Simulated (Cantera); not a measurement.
Mixture: CH4 : O2 : N2 = 1 : 3.57 : 13.4 (molar parts), at 760 Torr, adiabatic and at constant pressure. Ignition delay is the time to a rise of 400 K.

Cantera simulation using GRI-Mech 3.0 (53 species, 325 reactions); the numbers are that mechanism's predictions, not measurements.

**Question.** What does this change do: pressure from 760 Torr to 5400 Torr?

**Answer.** 
```
quantity                                                before       after
--------------------------------------------------  ----------  ----------
delay at 1075 K                                        0.227 s     29.0 ms
delay at 1150 K                                        69.6 ms     9.96 ms
delay at 1225 K                                        23.4 ms     3.80 ms
delay at 1300 K                                        8.63 ms     1.56 ms
delay at 1375 K                                        3.48 ms    0.687 ms
delay at 1450 K                                        1.54 ms    0.321 ms
delay at 1525 K                                       0.757 ms    0.159 ms
apparent activation energy between 1375 and 1525 K  180 kJ/mol  170 kJ/mol
```

**Question.** What does this change do: pressure from 760 Torr to 19500 Torr?

**Answer.** 
```
quantity                                                before       after
--------------------------------------------------  ----------  ----------
delay at 1075 K                                        0.227 s     7.95 ms
delay at 1150 K                                        69.6 ms     2.66 ms
delay at 1225 K                                        23.4 ms     1.03 ms
delay at 1300 K                                        8.63 ms    0.442 ms
delay at 1375 K                                        3.48 ms    0.206 ms
delay at 1450 K                                        1.54 ms    0.102 ms
delay at 1525 K                                       0.757 ms     53.4 µs
apparent activation energy between 1375 and 1525 K  180 kJ/mol  160 kJ/mol
```
The pressure lies above the range GRI-Mech 3.0 was tuned for (to about 10 atm).
